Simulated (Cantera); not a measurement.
**Equilibrium for silicates and aluminates: SiO2 + MgCl2 + O2**

Charge: 1 mol SiO2, 0.42 mol MgCl2, 6.1 mol O2, held at 1 atm.

Cantera equilibrium calculation (NASA polynomials, part measured and part estimated; ideal gas, pure solids and liquids). Candidate condensed phases: Mg, MgCl2, MgO, MgSiO3, Mg2SiO4, Si, SiO2; 20 gas species. Mutual solubility and eutectic melting of coexisting phases are not modelled. The tables hold silica as quartz up to 1696 K and as liquid above; real silica turns to tridymite and cristobalite and melts near 1996 K. Condensed phases not in the tables: alloys, solid solutions and most ternary compounds. The numbers say what is thermodynamically allowed, not how fast it happens.

| T (K) | x O2 | x Cl2 | x Cl | x MgCl2 | x ClO | x O | x SiCl4 | x O3 | n MgSiO3(s) | n SiO2(β-quartz) | n SiO2(condensed) |
|---|---|---|---|---|---|---|---|---|---|---|---|
| 1050 | 0.933 | 0.0664 | 0.000203 | 2.31e-7 | 1.08e-5 | 6.42e-10 | <1e-12 | 2.04e-11 | 0.420 | 0.580 | 0 |
| 1100 | 0.933 | 0.0663 | 0.000388 | 8.16e-7 | 1.83e-5 | 2.39e-9 | 2.67e-12 | 4.29e-11 | 0.420 | 0.580 | 0 |
| 1150 | 0.933 | 0.0662 | 0.000701 | 2.57e-6 | 2.96e-5 | 7.98e-9 | 8.54e-12 | 8.48e-11 | 0.420 | 0.580 | 0 |
| 1200 | 0.933 | 0.0659 | 0.00121 | 7.34e-6 | 4.61e-5 | 2.40e-8 | 2.47e-11 | 1.58e-10 | 0.420 | 0.580 | 0 |
| 1250 | 0.932 | 0.0654 | 0.00198 | 1.92e-5 | 6.91e-5 | 6.64e-8 | 6.50e-11 | 2.82e-10 | 0.420 | 0.580 | 0 |
| 1300 | 0.932 | 0.0648 | 0.00314 | 4.61e-5 | 0.000100 | 1.70e-7 | 1.58e-10 | 4.79e-10 | 0.420 | 0.580 | 0 |
| 1350 | 0.931 | 0.0638 | 0.00478 | 0.000103 | 0.000141 | 4.05e-7 | 3.54e-10 | 7.83e-10 | 0.419 | 0.581 | 0 |
| 1400 | 0.930 | 0.0625 | 0.00706 | 0.000216 | 0.000193 | 9.07e-7 | 7.39e-10 | 1.23e-9 | 0.419 | 0.581 | 0 |
| 1450 | 0.929 | 0.0606 | 0.0101 | 0.000424 | 0.000257 | 1.92e-6 | 1.44e-9 | 1.89e-9 | 0.417 | 0.583 | 0 |
| 1500 | 0.927 | 0.0581 | 0.0140 | 0.000786 | 0.000333 | 3.88e-6 | 2.60e-9 | 2.81e-9 | 0.415 | 0.585 | 0 |
| 1550 | 0.924 | 0.0549 | 0.0188 | 0.00137 | 0.000421 | 7.48e-6 | 4.36e-9 | 4.06e-9 | 0.411 | 0.589 | 0 |
| 1600 | 0.922 | 0.0508 | 0.0246 | 0.00227 | 0.000519 | 1.38e-5 | 6.76e-9 | 5.74e-9 | 0.406 | 0.594 | 0 |
| 1650 | 0.919 | 0.0460 | 0.0312 | 0.00352 | 0.000621 | 2.47e-5 | 9.65e-9 | 7.95e-9 | 0.397 | 0.603 | 0 |
| 1700 | 0.915 | 0.0404 | 0.0384 | 0.00516 | 0.000724 | 4.25e-5 | 1.26e-8 | 1.08e-8 | 0.387 | 0 | 0.613 |
x: gas mole fraction; n: condensed amount in mol.

From 1050 K to 1650 K the condensed part is MgSiO3(s) + SiO2(β-quartz). At 1700 K the condensed part is MgSiO3(s) + SiO2(condensed).
